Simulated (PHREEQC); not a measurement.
1.2 g of hydrous ferric oxide (600 m²/g; 0.2 weak and 0.005 strong sites per Fe, Dzombak-Morel constants, diffuse double layer) in 1 kg of water with 0.005 mol/kgw of an inert sodium salt, at 25 °C; the pH is set by adding NaOH or the inert anion's acid. O2 is buffered at 0.21 atm. CO2 from the air is kept out. No solid was allowed to form.

All values are PHREEQC results (ion-association model, wateq4f.dat), not measurements.

| pH | surface charge σ (C/m²) | surface potential ψ (mV) |
|---|---|---|
| 3 | 0.309 | 212 |
| 4 | 0.188 | 192 |
| 5 | 0.092 | 158 |
| 5.5 | 0.060 | 137 |
| 6.5 | 0.023 | 88 |
| 7.5 | 0.006 | 34 |
| 8.5 | -0.004 | -22 |
| 9 | -0.009 | -50 |
| 10 | -0.031 | -103 |
| 11 | -0.082 | -147 |

The oxide is taken as insoluble; below pH 4 it would dissolve.
